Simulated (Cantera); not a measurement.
Charge: 1 mol Fe₃O₄, 32 mol H₂, 1.1 mol N₂, at 1552 °C.

Equilibrium computed with Cantera from the NASA thermochemical tables; the gas is ideal and each condensed phase is pure. Candidate condensed phases: Fe, FeO, Fe(OH)₂, Fe(OH)₃, Fe₂O₃, Fe₃O₄, H₂O; 27 gas species. Equilibrium is a limit: real reactors are often held back by kinetics, nucleation or transport.

Q: Which condensed phases are stable at each of these points (P (Pa)): 10, 68, 460, 3200, 22000, 150000, 1000000?

A: 
| P (Pa) | condensed phases | Fe condensed (%) |
|---|---|---|
| 10 | gas only | 0.0 |
| 68 | Fe(l) | 26.9 |
| 460 | Fe(l) | 89.8 |
| 3200 | Fe(l) | 98.5 |
| 22000 | Fe(l) | 99.8 |
| 150000 | Fe(l) | 100.0 |
| 1000000 | Fe(l) | 100.0 |

At 10.0 Pa nothing is condensed. From 68.0 Pa to 1000000 Pa the condensed part is Fe(l).
